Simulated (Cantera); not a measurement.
A Cantera script and its output.

```python
import numpy as np
import cantera as ct

gas = ct.Solution("gri30.yaml")


def delay(T, t_max=10):
    gas.TPX = T, 101325, {'CH4': 1, 'O2': 3.64, 'N2': 13.7}
    reactor = ct.IdealGasConstPressureReactor(gas, clone=False)
    net = ct.ReactorNet([reactor])
    net.rtol, net.atol = 1e-8, 1e-16
    while net.time < t_max:
        t_old, T_old = net.time, reactor.T
        net.step()
        if reactor.T > T + 400:  # ignition: a rise of 400 K
            return t_old + (T + 400 - T_old) / (reactor.T - T_old) * (net.time - t_old)
    return np.nan


taus = []
for T in [1100, 1200, 1300, 1400, 1500, 1600, 1700, 1800]:
    taus.append(delay(T))
    print(f"T0 = {T:6g} K   tau = {taus[-1]:.4e} s")
```

Result:

```
T0 =   1100 K   tau = 1.5022e-01 s
T0 =   1200 K   tau = 3.3095e-02 s
T0 =   1300 K   tau = 8.5632e-03 s
T0 =   1400 K   tau = 2.6095e-03 s
T0 =   1500 K   tau = 9.4647e-04 s
T0 =   1600 K   tau = 4.0577e-04 s
T0 =   1700 K   tau = 1.9890e-04 s
T0 =   1800 K   tau = 1.0775e-04 s
```

Computed with Cantera and GRI-Mech 3.0 (53 species, 325 reactions).
